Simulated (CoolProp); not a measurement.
Vapour-liquid equilibrium of propane (1) + R114 (2) at 299.9 K; x and y are mole fractions of (1).

Computed with CoolProp (multi-fluid Helmholtz-energy mixture model, Lemmon 2009 and Platzer 1990; pair parameters Bell 2016). This equation is an older, rougher fit; its heat capacities, sound speeds and derivatives of the liquid may be far off and weren't checked against measurements.

**Question.** Give the bubble pressure and the first vapour's composition at x = 0.2, 0.8, 0.95. Is there an azeotrope?

**Answer.** x = 0.2: 421.5 kPa, y = 0.534; x = 0.8: 855.1 kPa, y = 0.917; x = 0.95: 959.2 kPa, y = 0.979. No azeotrope shows between x = 0.05 and 0.95.

The pair parameters rest on a limited set of measurements; away from them the model extrapolates.
